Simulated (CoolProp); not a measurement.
Propyne along the isobar 191 bar: Z from the reference equation and from simpler models built on Tc = 402.7 K, pc = 56.58 bar, ω = 0.204; each cubic takes its own stable root.

Computed with CoolProp (reference Helmholtz-energy equation of state, Polt 1992). This equation is an older, rougher fit; its heat capacities, sound speeds and derivatives of the liquid may be far off and weren't checked against measurements.

```tsv
T (K)	phase	reference
396.3	liquid	0.4679
402.2	liquid	0.4704
408.2	supercritical	0.4733
414.2	supercritical	0.4769
420.2	supercritical	0.4811
426.2	supercritical	0.4859
432.1	supercritical	0.4913
438.1	supercritical	0.4975
444.1	supercritical	0.5046
450.1	supercritical	0.5125
456.1	supercritical	0.5213
462	supercritical	0.5309
468	supercritical	0.5416
474	supercritical	0.5532
```

Question: How far does each simpler model (van der Waals, Redlich-Kwong, Soave-Redlich-Kwong, Peng-Robinson) lie from the reference over these 14 states: mean and median of the absolute difference, and the worst?

Answer: 
- van der Waals: mean 29.7 %, median 30.4 %, worst +39.8 % at 396.3 K and 191 bar
- Redlich-Kwong: mean 8.7 %, median 9.1 %, worst +10.1 % at 396.3 K and 191 bar
- Soave-Redlich-Kwong: mean 11.5 %, median 11.7 %, worst +12.8 % at 468 K and 191 bar
- Peng-Robinson: mean 1.9 %, median 1.6 %, worst +4.0 % at 474 K and 191 bar
